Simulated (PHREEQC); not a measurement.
**Acid mine or pickling water: speciation**

Synthetic water in mg/kgw, 25 °C, pH 4.17, pe 10.8:

```
constituent  mg/kgw
-----------  ------
Na             1630
K               423
Ca              463
Mg              204
Cl             1280
S(6) as SO4    3890
Br             22.3
Si as SiO2     7.73
```

Valence states are taken as typed.

Model: ion-association model, phreeqc.dat, run in PHREEQC.

Each row changes one thing in this solution. This is a speciation only: nothing precipitates in the calculation.

```tsv
case	ionic strength (mol/kgw)	Mg+2 (mol/kgw)	MgSO4 (mol/kgw)	KSO4- (mol/kgw)	HSO4- (mol/kgw)	CaHSO4+ (mol/kgw)	SI of Gypsum (CaSO4:2H2O)	SI of Quartz (SiO2)
as made	0.140	0.00465	0.00374	0.000652	8.17e-5	2.55e-6	-0.03	+0.11
Br from 22.3 to 11.2 mg/kgw	0.140	0.00465	0.00374	0.000652	8.18e-5	2.55e-6	-0.03	+0.11
temperature from 25 to 60 °C at the same typed pH	0.133	0.00334	0.00505	0.000962	0.000172	4.99e-6	-0.04	-0.36
```

Complexes and solids missing from the database can't appear. Some of these states are supersaturated (in Quartz (slow to form), for instance). At this temperature some constants are extrapolated from 25 °C, and those without enthalpy data are left unchanged.
